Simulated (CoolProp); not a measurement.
A closed Brayton cycle with carbon dioxide: compressor inlet 310.15 K and 7.9 MPa, high pressure 24.5 MPa, turbine inlet 805 K, compressor efficiency 0.8, turbine efficiency 0.93, recuperator effectiveness 0 (on enthalpy, no pinch check). Each further row changes one setting.

Values from CoolProp's reference Helmholtz-energy equation of state, Span 1996.

| case | thermal efficiency (%) | net work (kJ/kg) | compressor to turbine work | compressor exit (K) | turbine exit (K) |
|---|---|---|---|---|---|
| as stated | 17.3 | 99.1 | 0.33 | 387.8 | 668.6 |
| turbine inlet 755 K | 17.4 | 88.4 | 0.35 | 387.8 | 623.7 |
| compressor inlet 320.15 K | 16.6 | 85.8 | 0.42 | 415.7 | 668.6 |
| high pressure 20.8 MPa | 15.2 | 88.4 | 0.31 | 376.1 | 687.7 |
| recuperator effectiveness 0.5 | 24.1 | 99.1 | 0.33 | 387.8 | 668.6 |
